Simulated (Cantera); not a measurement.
**Diamond growth**

A diamond (100) surface in a fixed gas of H2 with x(CH4) = 0.0029, x(H) = 0.0052, x(CH3) = 4.2e-05, 188 Torr; coverages are run to steady state.

Detailed kinetics in Cantera: the Harris–Goodwin 1993 mechanism for the reconstructed diamond (100) surface.

```tsv
T (K)	growth (µm/h)	θ c6HH	θ c6H*	θ c6*H	θ c6**	θ c6HM
900	3.27	0.686	0.0106	0.290	0.00436	0.00677
950	4.33	0.639	0.0143	0.333	0.00665	0.00540
1000	5.49	0.594	0.0185	0.372	0.00965	0.00434
1050	6.68	0.551	0.0231	0.408	0.0134	0.00349
1100	7.70	0.511	0.0280	0.439	0.0180	0.00274
1150	8.17	0.474	0.0332	0.466	0.0233	0.00204
1200	7.66	0.441	0.0385	0.489	0.0293	0.00136
1250	6.26	0.412	0.0438	0.507	0.0358	0.000774
1300	4.73	0.385	0.0491	0.522	0.0428	0.000383
1350	3.71	0.362	0.0543	0.533	0.0500	0.000173
1400	3.22	0.342	0.0594	0.541	0.0573	7.53e-5
```
θ: site fractions in the mechanism's names (c6HH fully hydrogenated, c6H* and c6*H radical sites, c6** diradical, c6HM methylated).
